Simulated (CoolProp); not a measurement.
Saturated liquid density (kg/m³) of n-perfluorohexane: the reference equation beside estimates from Tc = 174.9 °C, pc = 17.42 bar, ω = 0.497. Rackett uses Z = 0.29056 − 0.08775 ω.

Model: reference Helmholtz-energy equation of state, Gao 2022, in CoolProp.

```
T (°C)   reference     Rackett  Peng-Robinson
------  ----------  ----------  -------------
-41.05        1861        1992           1794
-23.75  (withheld)        1939           1760
-6.45   (withheld)  (withheld)           1722
10.85   (withheld)        1828     (withheld)
28.25         1666        1769           1633
45.55   (withheld)        1706           1580
62.85         1560        1640           1520
80.25         1501        1569           1450
97.55         1436  (withheld)           1370
114.85        1362        1407           1274
```

### Question
Some entries are withheld; supply them.

### Answer

- -23.75, reference: 1813
- -6.45, reference: 1765
- -6.45, Rackett: 1885
- 10.85, reference: 1717
- 10.85, Peng-Robinson: 1680
- 45.55, reference: 1615
- 97.55, Rackett: 1492

Absolute difference from the reference over all 10 rows, mean and median: Rackett 5.6 and 5.9 %, Peng-Robinson 3.2 and 2.7 %.
